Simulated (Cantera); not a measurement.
N2O furnace oxynitridation

An isothermal, constant-pressure homogeneous reactor starts with N2O = 1 (molar parts), at 1250 K and 101000 Pa.

Detailed kinetics in Cantera: GRI-Mech 3.0 (53 species, 325 reactions). GRI-Mech 3.0 was tuned for natural gas; its chemistry of N2O as a main component is partial and can be far from experiment. The mechanism lacks the step 2 NO + O2 → 2 NO2, which can matter for NO2 below about 1400 K. The temperature is held fixed by assumption; the heat of reaction is taken as removed at once.

```
t (s)      x N2O      x O     x NO2      x N2      x NO
--------  ------  -------  --------  --------  --------
2.00e-5    1.000  3.57e-6  3.32e-11   2.43e-5   2.79e-6
5.22e-5    1.000  3.64e-6  3.24e-10   6.84e-5   8.71e-6
0.000136   1.000  3.64e-6   2.49e-9  0.000184   2.42e-5
0.000356   0.999  3.64e-6   1.76e-8  0.000485   6.46e-5
0.000928   0.998  3.64e-6   1.18e-7   0.00127  0.000170
0.00242    0.995  3.64e-6   7.50e-7   0.00331  0.000444
0.00632    0.986  3.63e-6   4.25e-6   0.00859   0.00115
0.0165     0.965  3.60e-6   1.92e-5    0.0221   0.00294
0.0431     0.912  3.53e-6   6.39e-5    0.0552   0.00730
0.112      0.792  3.34e-6  0.000165     0.130    0.0170
0.294      0.570  2.91e-6  0.000344     0.270    0.0339
0.766      0.284  2.04e-6  0.000546     0.451    0.0527
2.00      0.0750  8.29e-7  0.000651     0.586    0.0609
```
x: mole fraction; the columns are a selection and need not sum to one.

Equilibrium at this temperature and pressure: N2O 2.07e-8, O 3.99e-8, NO2 5.57e-6, N2 0.667, NO 0.000329 (gas phase only).
